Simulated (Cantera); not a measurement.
Charge: 1 mol CH₃F, 0.43 mol H₂, equilibrated at 1875 K and 82.5 Torr.

Method: chemical equilibrium by Gibbs-energy minimisation in Cantera with the NASA 1993 tables (ideal gas, pure condensed phases). Candidate condensed phases: C, C₆H₆, C₇H₈, C₈H₁₈; 95 gas species. The numbers say what is thermodynamically allowed, not how fast it happens.

Base state: H₂ 0.587, HF 0.411, H 0.00151, C₂H₂ (acetylene) 0.000186, CH₄ 2.30e-5 (mole fractions); condensed: C(graphite).

Problem. What changes in the equilibrium state with this change: temperature from 1875 K to 1925 K?

Solution. 
```
species             before     after
----------------  --------  --------
H₂                   0.587     0.586
HF                   0.411     0.411
H                  0.00151   0.00221
C₂H₂ (acetylene)  0.000186  0.000269
CH₄                2.30e-5   1.98e-5
C(graphite), mol     0.999     0.999
```

Problem. What changes in the equilibrium state with this change: pressure from 82.5 Torr to 2.78 Torr?

Solution. 
```
species             before     after
----------------  --------  --------
H₂                   0.587     0.582
HF                   0.411     0.410
H                  0.00151   0.00822
CH₄                2.30e-5   7.59e-7
C₂H₂ (acetylene)  0.000186  0.000184
C(graphite), mol     0.999     0.999
```
